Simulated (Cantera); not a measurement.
Thermodynamics of abatement and gas-phase synthesis, feed HCl + H2 + N2

A closed system holds: 1 mol HCl, 0.034 mol H2, 30 mol N2, at 1798.15 K and 0.150 bar.

These are equilibrium values from Cantera (NASA tables, ideal gas, pure condensed phases), not measurements of a reactor. Candidate condensed phases: NH4Cl; 12 gas species. The numbers say what is thermodynamically allowed, not how fast it happens.

| Property | Value |
|---|---|
| x(N2) | 0.966 |
| x(HCl) | 0.0316 |
| x(H2) | 0.00138 |
| x(Cl) | 0.000594 |
| x(H) | 3.38e-5 |
| gas amount | 31.04 mol |
